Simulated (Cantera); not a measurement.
Input: 1 mol SiC, 0.16 mol H₂O, 1 mol H₂, equilibrated at 13300 Pa.

Equilibrium computed with Cantera from the NASA thermochemical tables; the gas is ideal and each condensed phase is pure. Candidate condensed phases: C, C₆H₆, C₇H₈, C₈H₁₈, H₂O, Si, SiC, SiO₂; 123 gas species. Gases not in the tables: Si₂H₆ and higher silanes. Equilibrium is a limit: real reactors are often held back by kinetics, nucleation or transport.

Over these rows the condensed part is SiC(s). Partial pressures as log10 of bar:

| T (K) | 1000/T (1/K) | log p Si₂C | log p H₂ | log p CO | log p SiO |
|---|---|---|---|---|---|
| 1773 | 0.5640 | -8.24 | -0.93 | -2.09 | -2.09 |
| 1873 | 0.5339 | -7.26 | -0.93 | -2.09 | -2.09 |
| 1973 | 0.5068 | -6.39 | -0.93 | -2.09 | -2.09 |
| 2073 | 0.4824 | -5.61 | -0.93 | -2.09 | -2.10 |
| 2173 | 0.4602 | -4.90 | -0.94 | -2.09 | -2.10 |
| 2273 | 0.4399 | ? | -0.94 | -2.08 | -2.13 |

Task: Fit log p(Si₂C) = a + b·(1000/T) to the five rows, give the apparent enthalpy, and predict the row at 2273 K.

Result: Means: 1000/T = 0.5095, log p = -6.480. Sxy = -0.216666, Sxx = 0.0067378, so b = -32.16 and a = -6.480 − (-32.16)×0.5095 = 9.90.
Apparent enthalpy: −19.145 × (-32.16) = 616 kJ/mol. With the condensed phases at unit activity, 3/2 SiC(s) + 1/2 SiO(g) = Si₂C(g) + 1/2 CO(g) links this pressure to the main gases: over the six rows their terms move log p by -0.02 in all, so the slope is close to that reaction's ΔH°. The five rows lie within 0.01 of the line.
Prediction at 2273 K: 9.90 + (-32.16)×0.4399 = -4.25. The computed value is -4.27, 0.02 from the line.
